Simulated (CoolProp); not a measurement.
Vapour-liquid equilibrium of isobutene (1) + n-octane (2) at 52.35 °C; x and y are mole fractions of (1).

The numbers come from the multi-fluid Helmholtz-energy mixture model, Lemmon 2005 and Beckmüller 2019; pair parameters Bell 2016 in CoolProp.

Q: Give the bubble pressure and the first vapour's composition at x = 0.05, 0.35, 0.95. Is there an azeotrope?

A: x = 0.05: 37.48 kPa, y = 0.806; x = 0.35: 212.2 kPa, y = 0.973; x = 0.95: 610.2 kPa, y = 0.999. No azeotrope shows between x = 0.05 and 0.95.

The pair parameters rest on a limited set of measurements; away from them the model extrapolates.
